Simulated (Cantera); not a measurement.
Mixture: C3H8 : O2 : N2 : CO2 = 1 : 7.94 : 29.8 : 0.82 (molar parts), equivalence ratio 0.63, at 1.70 bar, adiabatic and at constant volume. Ignition delay is the time to a rise of 400 K.

Computed with Cantera and GRI-Mech 3.0 (53 species, 325 reactions). GRI-Mech 3.0 was tuned for natural gas; its chemistry of propane as a main component is partial and can be far from experiment.

At T0 = 1525 K, what is the delay, and which 8 reactions control it most (d ln τ / d ln k, from doubling and halving each rate constant)?

The delay is 39.6 µs.
| reaction | d ln τ / d ln k | faster rate |
|---|---|---|
| C2H5 + CH3 (+M) <=> C3H8 (+M) | -0.47 | shortens it |
| H + O2 <=> O + OH | -0.38 | shortens it |
| CH3 + HO2 <=> CH3O + OH | -0.26 | shortens it |
| C3H8 + H <=> C3H7 + H2 | 0.24 | lengthens it |
| 2 CH3 (+M) <=> C2H6 (+M) | 0.16 | lengthens it |
| C3H8 + OH <=> C3H7 + H2O | 0.14 | lengthens it |
| C2H4 + OH <=> C2H3 + H2O | -0.12 | shortens it |
| C2H5 + O2 <=> C2H4 + HO2 | -0.11 | shortens it |
